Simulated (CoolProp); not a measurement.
Vapour-liquid equilibrium of R22 (1) + R142b (2) at 1.49 MPa; x and y are mole fractions of (1).

The numbers come from the multi-fluid Helmholtz-energy mixture model, Kamei 1995 and Lemmon 2006; pair parameters Bell 2016 in CoolProp.

Question: Give the bubble temperature and the first vapour's composition at x = 0.05, 0.8, 0.95. Is there an azeotrope?

Answer: x = 0.05: 353.7 K, y = 0.091; x = 0.8: 319.1 K, y = 0.900; x = 0.95: 313.7 K, y = 0.979. No azeotrope shows between x = 0.05 and 0.95.

The pair parameters rest on a limited set of measurements; away from them the model extrapolates.
